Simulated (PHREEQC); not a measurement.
Make-up at 20 °C: 0.0086 mol Cd(NO3)2, 0.083 mol MgCl2 and 0.0059 mol CO2 per kg of water. Closed to the air; pH follows from the charge balance.

Model: ion-association model, phreeqc.dat, run in PHREEQC.

Question: The ionic strength comes out as 0.258 mol/kgw. What activity coefficients do MgHCO3+, CdNO3+, H+, HCO3-, Cd+2 get?

Answer: MgHCO3+ 0.70, CdNO3+ 0.74, H+ 0.79, HCO3- 0.73, Cd+2 0.30.

This is a speciation only: nothing precipitates in the calculation. Complexes and solids missing from the database can't appear.
